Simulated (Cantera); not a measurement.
An isothermal, constant-pressure homogeneous reactor starts with CH4 : H2 : O2 = 0.0023 : 0.61 : 0.0025 (molar parts), at 2600 K and 0.132 atm.

Detailed kinetics in Cantera: GRI-Mech 3.0 (53 species, 325 reactions).

x: mole fraction; the columns are a selection and need not sum to one.

```tsv
t (s)	x CH4	x H2	x O2	x OH	x HO2	x C2H4
0.000300	0.00199	0.962	3.29e-9	4.99e-5	6.34e-12	?
0.000782	0.000753	0.950	6.28e-9	7.30e-5	9.61e-12	?
0.00204	0.000177	0.938	9.57e-9	8.92e-5	1.15e-11	?
0.00531	6.42e-5	0.923	1.11e-8	9.52e-5	1.05e-11	?
0.0138	7.00e-6	0.904	1.12e-8	9.42e-5	8.39e-12	?
0.0361	3.35e-10	0.893	1.37e-8	0.000104	9.15e-12	<1e-12
0.0940	2.46e-11	0.892	1.40e-8	0.000105	9.25e-12	<1e-12
0.245	2.46e-11	0.892	1.40e-8	0.000105	9.25e-12	<1e-12
0.638	2.46e-11	0.892	1.40e-8	0.000105	9.25e-12	<1e-12
1.66	2.46e-11	0.892	1.40e-8	0.000105	9.25e-12	<1e-12
4.34	2.46e-11	0.892	1.40e-8	0.000105	9.25e-12	<1e-12
11.3	2.46e-11	0.892	1.40e-8	0.000105	9.25e-12	<1e-12
29.4	2.46e-11	0.892	1.40e-8	0.000105	9.25e-12	<1e-12
76.7	2.46e-11	0.892	1.40e-8	0.000105	9.25e-12	<1e-12
200	2.46e-11	0.892	1.40e-8	0.000105	9.25e-12	<1e-12
```

Complete the blanks.


- 0.000300, x C2H4: 4.18e-6
- 0.000782, x C2H4: 1.47e-6
- 0.00204, x C2H4: 2.87e-7
- 0.00531, x C2H4: 9.02e-8
- 0.0138, x C2H4: 4.14e-9
